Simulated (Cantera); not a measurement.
What does this Cantera script print?

```python
import numpy as np
import cantera as ct

gas = ct.Solution("h2o2.yaml")
gas.TP = 300, 101325
flame = ct.CounterflowDiffusionFlame(gas, width=0.02)
flame.fuel_inlet.X, flame.fuel_inlet.T = {'H2': 1}, 550
flame.oxidizer_inlet.X, flame.oxidizer_inlet.T = {'O2': 0.17, 'N2': 0.83}, 375
flame.set_refine_criteria(ratio=3, slope=0.12, curve=0.24, prune=0.03)
show = ['OH', 'H', 'H2O', 'HO2']

rows = []
print(f"{'mdot':>8s}{'a_max':>10s}{'a_mean':>10s}{'Tmax/K':>9s}" + "".join(f"{s:>11s}" for s in show) + "   (peak mole fractions)")
for i, mdot in enumerate([0.61, 0.83, 1.1, 1.5, 2.1, 2.8, 3.9, 5.3, 7.2, 9.8]):  # kg/m2/s on the oxidiser side
    flame.oxidizer_inlet.mdot, flame.fuel_inlet.mdot = mdot, 0.19 * mdot
    flame.solve(loglevel=0, auto=(i == 0))
    if flame.T.max() < max(550, 375) + 100:
        print(f"{mdot:8.3g}  no burning solution found from the previous one")
        break
    dT = np.abs(np.gradient(flame.T, flame.grid))
    rows.append([flame.strain_rate("max"), flame.strain_rate("mean"), flame.T.max(),
                 *(flame.X[gas.species_index(s)].max() for s in show), max(dT[0], dT[-1]) / dT.max()])
    print(f"{mdot:8.3g}{rows[-1][0]:10.1f}{rows[-1][1]:10.1f}{rows[-1][2]:9.1f}" + "".join(f"{x:11.3e}" for x in rows[-1][3:-1]))
```

It prints:

```
    mdot     a_max    a_mean   Tmax/K         OH          H        H2O        HO2   (peak mole fractions)
    0.61     754.0     162.4   2192.0  1.268e-02  1.388e-02  2.398e-01  6.177e-05
    0.83    1013.1     221.0   2157.5  1.277e-02  1.556e-02  2.374e-01  7.375e-05
     1.1    1329.1     292.9   2132.5  1.301e-02  1.732e-02  2.355e-01  8.470e-05
     1.5    1805.1     399.4   2095.4  1.304e-02  1.936e-02  2.335e-01  9.822e-05
     2.1    2505.9     559.2   2051.9  1.296e-02  2.180e-02  2.315e-01  1.148e-04
     2.8    3327.2     745.6   2006.6  1.267e-02  2.384e-02  2.297e-01  1.291e-04
     3.9    4591.8    1038.6   1958.1  1.239e-02  2.653e-02  2.274e-01  1.459e-04
     5.3    6213.8    1411.4   1913.0  1.203e-02  2.924e-02  2.251e-01  1.631e-04
     7.2    8417.4    1917.4   1870.8  1.174e-02  3.203e-02  2.227e-01  1.827e-04
     9.8   11449.9    2609.7   1819.2  1.114e-02  3.484e-02  2.201e-01  2.034e-04
```

Model: the H2/O2 subset of GRI-Mech 3.0, which has no nitrogen chemistry, integrated in Cantera. The maximum strain rate includes the flame's own expansion and is several times the mean.
